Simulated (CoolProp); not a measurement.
Tetrahydrofuran along the isobar 1620 kPa: Z from the reference equation and from simpler models built on Tc = 267.0 °C, pc = 5304 kPa, ω = 0.234; each cubic takes its own stable root.

Computed with CoolProp (reference Helmholtz-energy equation of state, Fiedler 2023).

```json
[
 {"T (°C)": "67.15", "phase": "liquid", "reference": "0.04938", "van der Waals": "0.07987", "Soave-Redlich-Kwong": "0.05301", "Peng-Robinson": "0.04694"},
 {"T (°C)": "85.85", "phase": "liquid", "reference": "0.04806", "van der Waals": "0.07774", "Soave-Redlich-Kwong": "0.05166", "Peng-Robinson": "0.04570"},
 {"T (°C)": "104.45", "phase": "liquid", "reference": "0.04701", "van der Waals": "0.07611", "Soave-Redlich-Kwong": "0.05066", "Peng-Robinson": "0.04477"},
 {"T (°C)": "123.15", "phase": "liquid", "reference": "0.04618", "van der Waals": "0.07499", "Soave-Redlich-Kwong": "0.05001", "Peng-Robinson": "0.04415"},
 {"T (°C)": "141.75", "phase": "liquid", "reference": "0.04561", "van der Waals": "0.7909", "Soave-Redlich-Kwong": "0.04975", "Peng-Robinson": "0.04389"},
 {"T (°C)": "160.35", "phase": "liquid", "reference": "0.04532", "van der Waals": "0.8169", "Soave-Redlich-Kwong": "0.04997", "Peng-Robinson": "0.04405"},
 {"T (°C)": "179.05", "phase": "liquid", "reference": "0.04537", "van der Waals": "0.8382", "Soave-Redlich-Kwong": "0.05083", "Peng-Robinson": "0.04478"},
 {"T (°C)": "197.65", "phase": "gas", "reference": "0.8064", "van der Waals": "0.8557", "Soave-Redlich-Kwong": "0.8113", "Peng-Robinson": "0.7984"},
 {"T (°C)": "216.35", "phase": "gas", "reference": "0.8344", "van der Waals": "0.8706", "Soave-Redlich-Kwong": "0.8376", "Peng-Robinson": "0.8252"},
 {"T (°C)": "234.95", "phase": "gas", "reference": "0.8568", "van der Waals": "0.8833", "Soave-Redlich-Kwong": "0.8590", "Peng-Robinson": "0.8470"},
 {"T (°C)": "253.65", "phase": "gas", "reference": "0.8751", "van der Waals": "0.8943", "Soave-Redlich-Kwong": "0.8769", "Peng-Robinson": "0.8653"}
]
```

At some of these states van der Waals gives the other phase, because its saturation line lies elsewhere.
